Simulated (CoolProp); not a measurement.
Computed with CoolProp (reference Helmholtz-energy equation of state, Lemmon 2009).

### Question
For propane, give the phase and the Joule-Thomson coefficient (K/MPa), isothermal compressibility (1/MPa) at 422 K and 6.03 MPa.

### Answer
- 422 K and 6.03 MPa: supercritical; Joule-Thomson coefficient 7.91, isothermal compressibility 0.285
